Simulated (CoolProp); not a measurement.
Vapour-liquid equilibrium of n-octane (1) + n-dodecane (2) at 0.0587 MPa; x and y are mole fractions of (1).

Values from CoolProp's multi-fluid Helmholtz-energy mixture model, Beckmüller 2019 and Lemmon 2004; pair parameters Bell 2016.

Give the bubble temperature and the first vapour's composition at x = 0.05, 0.35, 0.65. Is there an azeotrope?

x = 0.05: 457.3 K, y = 0.276; x = 0.35: 415.9 K, y = 0.864; x = 0.65: 394.7 K, y = 0.968. No azeotrope shows between x = 0.05 and 0.95.

Pair parameters are fitted to limited data, so mixtures are less certain than the pure fluids.
